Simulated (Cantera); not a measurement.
Standard-state values (1 bar) from the NASA 1993 polynomials, evaluated with Cantera. Values are per mole of reaction as written; species without (g) are pure solids or liquids, kept so even where they would boil at 1 bar.

2 H2O(g) + NbO2 = 4 OH(g) + Nb, with ΔH° = 1436.0 kJ and ΔS° = 339.4 J/K at 300 K.

**Question.** How far is the shortcut ΔG° ≈ ΔH°(300 K) − T·ΔS°(300 K) from the full temperature-dependent value at 2025, 2050, 2075, 2100, 2125, 2150, 2175, 2200, 2225, 2250, 2275 K?

**Answer.** 
```json
[
 {"T (K)": "2025", "shortcut (kJ)": "748.8", "full (kJ)": "753.6", "difference (kJ)": "-4.8", "difference in log10 K": "0.12", "condensed phases": "NbO2(s), Nb(s)"},
 {"T (K)": "2050", "shortcut (kJ)": "740.3", "full (kJ)": "745.4", "difference (kJ)": "-5.1", "difference in log10 K": "0.13", "condensed phases": "NbO2(s), Nb(s)"},
 {"T (K)": "2075", "shortcut (kJ)": "731.8", "full (kJ)": "737.3", "difference (kJ)": "-5.5", "difference in log10 K": "0.14", "condensed phases": "NbO2(s), Nb(s)"},
 {"T (K)": "2100", "shortcut (kJ)": "723.3", "full (kJ)": "729.1", "difference (kJ)": "-5.8", "difference in log10 K": "0.14", "condensed phases": "NbO2(s), Nb(s)"},
 {"T (K)": "2125", "shortcut (kJ)": "714.9", "full (kJ)": "721.0", "difference (kJ)": "-6.2", "difference in log10 K": "0.15", "condensed phases": "NbO2(s), Nb(s)"},
 {"T (K)": "2150", "shortcut (kJ)": "706.4", "full (kJ)": "712.9", "difference (kJ)": "-6.5", "difference in log10 K": "0.16", "condensed phases": "NbO2(s), Nb(s)"},
 {"T (K)": "2175", "shortcut (kJ)": "697.9", "full (kJ)": "704.7", "difference (kJ)": "-6.9", "difference in log10 K": "0.16", "condensed phases": "NbO2(s), Nb(s)"},
 {"T (K)": "2200", "shortcut (kJ)": "689.4", "full (kJ)": "697.7", "difference (kJ)": "-8.3", "difference in log10 K": "0.20", "condensed phases": "NbO2(l), Nb(s)"},
 {"T (K)": "2225", "shortcut (kJ)": "680.9", "full (kJ)": "690.6", "difference (kJ)": "-9.7", "difference in log10 K": "0.23", "condensed phases": "NbO2(l), Nb(s)"},
 {"T (K)": "2250", "shortcut (kJ)": "672.4", "full (kJ)": "683.6", "difference (kJ)": "-11.1", "difference in log10 K": "0.26", "condensed phases": "NbO2(l), Nb(s)"},
 {"T (K)": "2275", "shortcut (kJ)": "663.9", "full (kJ)": "676.5", "difference (kJ)": "-12.6", "difference in log10 K": "0.29", "condensed phases": "NbO2(l), Nb(s)"}
]
```
The shortcut ignores heat capacities and the phase changes listed.
